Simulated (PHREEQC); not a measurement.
30 mol of Mirabilite (Na2SO4:10H2O) is brought to equilibrium with 1 kg of water, at 20 °C and several pressures. The system is closed to CO2. The run lets Mirabilite precipitate or redissolve, and no other solid.

Base run: PHREEQC, Pitzer model, pitzer.dat. Each further column changes one thing. The table gives dissolved Na (mol/kgw).

```
P (atm)  base  temperature from 20 to 30 °C  temperature from 20 to 5 °C
-------  ----  ----------------------------  ---------------------------
1        2.75                          5.54                        0.885
50       2.77                          5.51                        0.906
100      2.79                          5.47                        0.924
200      2.80                          5.39                        0.953
300      2.81                          5.31                        0.972
400      2.80                          5.23                        0.982
500      2.78                          5.15                        0.984
600      2.75                          5.07                        0.979
800      2.69                          4.91                        0.955
1000     2.62                          4.79                        0.917
```

 Away from 25 °C the constants follow the database's enthalpies or fits; those with neither stay at their 25 °C values.
